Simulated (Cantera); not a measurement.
# Ignition delay

Mixture: 43.6 % CO, 2.05 % H2, 11.4 % O2, 42.9 % N2, at 760 Torr, adiabatic and at constant volume. Ignition delay is the time to a rise of 400 K.

Model: GRI-Mech 3.0 (53 species, 325 reactions), integrated in Cantera. Where the delays flatten at high temperature, the 400 K rule measures the pace of heat release, not the induction time.

| T0 (K) | delay (ms) |
|---|---|
| 1025 | 0.506 |
| 1125 | 0.192 |
| 1225 | 0.113 |
| 1325 | 0.0803 |
| 1425 | 0.0638 |
| 1525 | 0.0550 |
| 1625 | 0.0508 |
| 1725 | 0.0496 |
| 1825 | 0.0505 |
